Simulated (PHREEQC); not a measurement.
A solution holds 12 mmol/kgw H3AsO4, at 25 °C. Closed to the air; pH follows from the charge balance.

Computed with PHREEQC (ion-association model, wateq4f.dat).

```json
[
 {"quantity": "pH", "before": "2.26", "after": "9.06"},
 {"quantity": "ionic strength (mol/kgw)", "before": "0.00596", "after": "0.0361"},
 {"quantity": "H3AsO4 (mol/kgw)", "before": "0.00605", "after": "1.25e-11"},
 {"quantity": "H2AsO4- (mol/kgw)", "before": "0.00595", "after": "8.75e-5"},
 {"quantity": "HAsO4-2 (mol/kgw)", "before": "9.53e-8", "after": "0.0118"}
]
```

Name the change that produced these shifts.
(A) H3AsO4 from 0.012 to 0.0012 mol/kgw
(B) H3AsO4 replaced by Na2HAsO4 at the same molality
(C) diluted 5-fold with water
(D) diluted 10-fold with water

B, H3AsO4 replaced by Na2HAsO4 at the same molality

Precipitation was switched off in this run.
